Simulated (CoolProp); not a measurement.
The numbers come from the reference Helmholtz-energy equation of state, Akasaka 2023 in CoolProp.

For R1336mzz(E), give the phase and the cp (kJ/(kg K)), fugacity coefficient at 293.9 K and 0.101 MPa.


- 293.9 K and 0.101 MPa: gas; cp 0.830, fugacity coefficient 0.960
